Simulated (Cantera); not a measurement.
Input: 1 mol C6H6, a varied amount of H2, held at 848 K and 94.0 bar.

These are equilibrium values from Cantera (NASA tables, ideal gas, pure condensed phases), not measurements of a reactor. Candidate condensed phases: C, C6H6, C7H8, C8H18; 76 gas species. The ideal-gas law is rough above about 30 bar. Kinetics and transport are ignored.

Which condensed phases are stable at each of these points (n(H2) (mol)): 2.3, 2.7, 3.1, 3.7, 4.3, 5, 5.9, 6.9, 8, 9.4, 11?


```csv
n(H2) (mol),condensed phases,C condensed (%)
2.3,C(graphite),58.7
2.7,C(graphite),55.5
3.1,C(graphite),52.4
3.7,C(graphite),47.7
4.3,C(graphite),43.1
5,C(graphite),37.6
5.9,C(graphite),30.6
6.9,C(graphite),22.8
8,C(graphite),14.2
9.4,C(graphite),3.3
11,gas only,0.0
```

From 2.3 mol H2 to 9.4 mol H2 the condensed part is C(graphite). At 11 mol H2 nothing is condensed.
